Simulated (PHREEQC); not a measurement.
**Acid rinse or clean: an equilibrium model**

Make-up at 38 °C: 0.061 mol HNO3, 0.00043 mol NaCl and 0.00071 mol MnSO4 per kg of water. Closed to the air; pH follows from the charge balance.

Computed with PHREEQC (ion-association model, phreeqc.dat).

Each row changes one thing in this solution. Precipitation was switched off in this run.

```tsv
case	pH	HSO4- (mol/kgw)	SO4-2 (mol/kgw)	MnSO4 (mol/kgw)
as made	1.29	0.000549	0.000156	4.61e-6
diluted 100-fold with water	3.23	4.71e-7	6.62e-6	8.39e-9
NaCl left out	1.29	0.000549	0.000156	4.63e-6
MnSO4 from 0.00071 to 0.000142 mol/kgw	1.29	0.000111	?	?
MnSO4 from 0.00071 to 0.000639 mol/kgw	1.29	0.000494	0.000141	3.74e-6
NaCl replaced by NaHF2 at the same molality	1.30	0.000548	0.000157	4.65e-6
NaCl from 0.00043 to 8.6e-05 mol/kgw	1.29	0.000549	0.000156	4.63e-6
HNO3 from 0.061 to 0.0122 mol/kgw	1.97	0.000339	0.000349	2.08e-5
```

**Question.** Fill in the missing entries.

**Answer.** 
- MnSO4 from 0.00071 to 0.000142 mol/kgw, SO4-2 (mol/kgw): 3.11e-5
- MnSO4 from 0.00071 to 0.000142 mol/kgw, MnSO4 (mol/kgw): 1.87e-7

At this temperature some constants are extrapolated from 25 °C, and those without enthalpy data are left unchanged.
